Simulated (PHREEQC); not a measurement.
Solution (75 °C): 0.0018 mol/kgw HF, 0.00028 mol/kgw (CH3)4NF and 0.0001 mol/kgw H4SiO4. Closed to the air; pH follows from the charge balance.

Equilibrium calculation in PHREEQC: ion-association model, wateq4f.dat.

This is a speciation only: nothing precipitates in the calculation.

What pH does the model give?

pH 3.34.

In which forms is F present?

HF 64 %, F- 36 % of the F.

(CH3)4N+ isn't in the database: it is added as a free cation with an ion size of 4 Å. At this temperature some constants are extrapolated from 25 °C, and those without enthalpy data are left unchanged. SiF6-2 is the database's only silicon fluoride.
